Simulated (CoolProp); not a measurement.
trans-2-butene along the isotherm 173.95 °C: Z from the reference equation and from simpler models built on Tc = 155.5 °C, pc = 4019 kPa, ω = 0.210; each cubic takes its own stable root.

Values from CoolProp's reference Helmholtz-energy equation of state, Lemmon 2005. It is a short technical equation, of lower accuracy than the large ones.

```json
[
 {"p (kPa)": "1440", "phase": "gas", "reference": "0.8828", "Soave-Redlich-Kwong": "___", "Peng-Robinson": "0.8738"},
 {"p (kPa)": "2870", "phase": "gas", "reference": "___", "Soave-Redlich-Kwong": "0.7514", "Peng-Robinson": "0.7283"},
 {"p (kPa)": "4310", "phase": "supercritical", "reference": "0.5409", "Soave-Redlich-Kwong": "0.5648", "Peng-Robinson": "___"},
 {"p (kPa)": "5740", "phase": "supercritical", "reference": "0.2958", "Soave-Redlich-Kwong": "___", "Peng-Robinson": "0.3317"},
 {"p (kPa)": "7180", "phase": "supercritical", "reference": "0.3036", "Soave-Redlich-Kwong": "0.3646", "Peng-Robinson": "0.3327"},
 {"p (kPa)": "8610", "phase": "supercritical", "reference": "0.3379", "Soave-Redlich-Kwong": "0.3975", "Peng-Robinson": "0.3609"},
 {"p (kPa)": "10000", "phase": "supercritical", "reference": "0.3751", "Soave-Redlich-Kwong": "0.4344", "Peng-Robinson": "0.3934"},
 {"p (kPa)": "11500", "phase": "supercritical", "reference": "0.4163", "Soave-Redlich-Kwong": "___", "Peng-Robinson": "0.4302"},
 {"p (kPa)": "12900", "phase": "supercritical", "reference": "0.4550", "Soave-Redlich-Kwong": "0.5149", "Peng-Robinson": "0.4650"},
 {"p (kPa)": "14400", "phase": "supercritical", "reference": "0.4963", "Soave-Redlich-Kwong": "___", "Peng-Robinson": "0.5024"},
 {"p (kPa)": "15800", "phase": "supercritical", "reference": "0.5347", "Soave-Redlich-Kwong": "0.5956", "Peng-Robinson": "___"},
 {"p (kPa)": "17200", "phase": "supercritical", "reference": "0.5727", "Soave-Redlich-Kwong": "0.6342", "Peng-Robinson": "0.5718"},
 {"p (kPa)": "18700", "phase": "supercritical", "reference": "0.6133", "Soave-Redlich-Kwong": "0.6752", "Peng-Robinson": "0.6085"},
 {"p (kPa)": "20100", "phase": "supercritical", "reference": "0.6508", "Soave-Redlich-Kwong": "0.7132", "Peng-Robinson": "0.6426"}
]
```

What belongs in the gaps?


- 1440, Soave-Redlich-Kwong: 0.8863
- 2870, reference: 0.7405
- 4310, Peng-Robinson: 0.5355
- 5740, Soave-Redlich-Kwong: 0.3585
- 11500, Soave-Redlich-Kwong: 0.4758
- 14400, Soave-Redlich-Kwong: 0.5567
- 15800, Peng-Robinson: 0.5372
